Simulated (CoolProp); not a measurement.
Vapour-liquid equilibrium of R125 (1) + R1234yf (2) at 0.165 MPa; x and y are mole fractions of (1).

Values from CoolProp's multi-fluid Helmholtz-energy mixture model, Lemmon 2005 and Lemmon 2022; pair parameters Bell 2023.

```csv
x,bubble temperature (K),y at the bubble point,dew temperature at overall composition x (K),liquid density (mol/L)
0.05,253.9,___,254.7,___
0.2,249.9,0.350,252.4,11.08
0.35,___,0.538,249.9,11.29
0.5,___,0.685,247.2,11.51
0.65,240.8,0.802,244.2,11.73
0.8,238.4,0.898,240.8,11.96
0.95,236.2,0.977,237.0,12.20
```

Some entries are withheld; supply them.


- 0.05, y at the bubble point: 0.101
- 0.05, liquid density (mol/L): 10.86
- 0.35, bubble temperature (K): 246.4
- 0.5, bubble temperature (K): 243.4

No azeotrope shows between x = 0.05 and 0.95.

The pair parameters rest on a limited set of measurements; away from them the model extrapolates.
